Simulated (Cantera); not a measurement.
A freely propagating, adiabatic, planar premixed flame of 4.05 % C₃H₈, 23.8 % O₂, 69.3 % N₂, 2.84 % H₂O, equivalence ratio 0.85, unburnt at 475 K and 1.88 atm; mixture-averaged transport, grid criteria slope 0.08 and curve 0.16, no radiation.

Computed with Cantera and GRI-Mech 3.0 (53 species, 325 reactions). GRI-Mech 3.0 was tuned for natural gas; its chemistry of propane as a main component is partial and can be far from experiment. Burning velocities carry a grid error of a few per cent, more on coarse grids.

**Question.** Predict: laminar burning velocity; thermal thickness; peak x(HCO); peak x(CH₃); peak x(H₂O₂).

**Answer.** 
```json
{
  "laminar_burning_velocity": "107 cm/s",
  "thermal_thickness": "0.150 mm",
  "peak x(HCO)": "9.50e-5",
  "peak x(CH₃)": "0.00214",
  "peak x(H₂O₂)": "5.27e-5"
}
```
